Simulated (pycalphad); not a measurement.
Source of the numbers: pycalphad with the COST 507 light-alloy database (1999); pressure 1 atm. The database dates from 1999; later assessments differ in places, in temperatures and in the compounds included. Amounts are mole fractions of atoms.

Task: Give the equilibrium state of B-22.5N (at.%) at 3300 K.

Result: LIQUID, fraction 0.773, with 0.01 N at.%; GAS, fraction 0.227, with 99.08 N at.%.

Task: Give the equilibrium state of B-22.5N (at.%) at 1300 K.

Result: BETA_RHOMBO_B, fraction 0.550, with no N at.%; BN_HP4, fraction 0.450, with 50.0 N at.%.

Database names, with the compositions (at.%) that they take in these runs: BN_HP4: B 50 N 50. BETA_RHOMBO_B is β-boron. An entry "none" or "no" means that the model of the phase leaves that element out.
